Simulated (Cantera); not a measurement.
Feed: 1 mol SiH₂Cl₂, 1.1 mol NH₃, 52 mol N₂, at 1623 K and 4.80 Torr.

Equilibrium computed with Cantera from the NASA thermochemical tables; the gas is ideal and each condensed phase is pure. The tables' values for SiCl₃, SiCl are old estimates; treat these amounts as uncertain. The numbers say what is thermodynamically allowed, not how fast it happens.

```json
[
 {"species": "N₂", "before": "0.935", "after": "0.934"},
 {"species": "H₂", "before": "0.0369", "after": "0.0396"},
 {"species": "HCl", "before": "0.0209", "after": "0.0152"},
 {"species": "SiCl₂", "before": "0.00730", "after": "0.0102"},
 {"species": "Si", "before": "4.31e-6", "after": "5.88e-5"},
 {"species": "SiCl", "before": "1.04e-5", "after": "4.53e-5"},
 {"species": "H", "before": "0.000166", "after": "0.000377"},
 {"species": "SiCl₃", "before": "7.63e-5", "after": "3.40e-5"},
 {"species": "Cl", "before": "7.41e-5", "after": "0.000114"},
 {"species": "Si₃N₄(s), mol", "before": "0.196", "after": "0.141"}
]
```
Gas species are given as mole fractions.

### Question
What was changed between the two runs?
A) NH₃ from 1.1 to 0.15 mol
B) NH₃ from 1.1 to 5.4 mol
C) pressure from 4.80 Torr to 1.00 Torr
D) SiH₂Cl₂ replaced by Si₂Cl₆

### Answer
C, pressure from 4.80 Torr to 1.00 Torr. The tables' values for SiCl, SiCl₃ are old estimates; treat these amounts as uncertain
